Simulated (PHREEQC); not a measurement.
Consider water at 25 °C with 6.1 mmol/kgw Ca(NO3)2. Closed to the air; pH follows from the charge balance.

Computed with PHREEQC (ion-association model, phreeqc.dat).

```json
{
 "ionic_strength": "0.0183 mol/kgw",
 "specific_conductance": "1400 µS/cm"
}
```

```json
[
 {"species": "NO3-", "molality": "0.0122", "activity": "0.0106", "log γ": "-0.061"},
 {"species": "Ca+2", "molality": "0.00610", "activity": "0.00365", "log γ": "-0.223"},
 {"species": "H+", "molality": "1.17e-7", "activity": "1.05e-7", "log γ": "-0.049"},
 {"species": "OH-", "molality": "1.11e-7", "activity": "9.66e-8", "log γ": "-0.060"},
 {"species": "CaOH+", "molality": "6.61e-9", "activity": "5.78e-9", "log γ": "-0.058"}
]
```

No solid was allowed to form. Complexes and solids missing from the database can't appear.
